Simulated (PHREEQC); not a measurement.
# Acid mine or pickling water

Model water analysis in mmol/kgw, 25 °C, pH 3.3, pe 10.6:

```tsv
constituent	mmol/kgw
Na	12
K	0.417
Ca	1.56
Mg	0.182
Cl	4.79
S(6)	5.87
Br	0.172
Zn	0.0176
Fe(3)	0.0171
Cu(2)	0.0306
Li	0.0108
```

Cl is adjusted to close the charge balance.
Valence states are taken as typed.

Computed with PHREEQC (ion-association model, phreeqc.dat).

```yaml
ionic_strength: 0.0221 mol/kgw
specific_conductance: 1900 µS/cm
total_alkalinity: -0.755 meq/kg
```

| species | molality | activity | log γ |
|---|---|---|---|
| Na+ | 0.0118 | 0.0103 | -0.061 |
| SO4-2 | 0.00510 | 0.00290 | -0.244 |
| Cl- | 0.00487 | 0.00420 | -0.064 |
| Ca+2 | 0.00120 | 0.000692 | -0.240 |
| H+ | 0.000566 | 0.000501 | -0.053 |
| K+ | 0.000409 | 0.000353 | -0.064 |

This is a speciation only: nothing precipitates in the calculation. Saturation is exceeded, for instance for Jarosite-K, Hematite (slow to form); the values hold only as long as no solid forms.
